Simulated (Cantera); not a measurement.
A closed system holds: 1 mol SiC, 0.42 mol CO₂, 120 mol H₂, at 1725 K and 0.00133 bar.

These are equilibrium values from Cantera (NASA tables, ideal gas, pure condensed phases), not measurements of a reactor. Candidate condensed phases: C, C₆H₆, C₇H₈, C₈H₁₈, H₂O, Si, SiC, SiO₂; 123 gas species. Rates play no part.

Problem. What is the equilibrium state?

Solution. 
| Quantity | Value |
|---|---|
| x(H₂) | 0.988 |
| x(CO) | 0.00526 |
| x(H) | 0.00506 |
| x(SiO) | 0.00168 |
| x(Si) | 0.000109 |
| x(SiH) | 5.64e-6 |
| x(SiH₂) | 2.43e-6 |
| x(C₂H₂ (acetylene)) | 1.27e-6 |
| n(SiC(s)) | 0.783 mol |
| gas amount | 121.2 mol |
| log10 activity of Si(l) (absent) | -0.85 |
| log10 activity of C(graphite) (absent) | -0.93 |
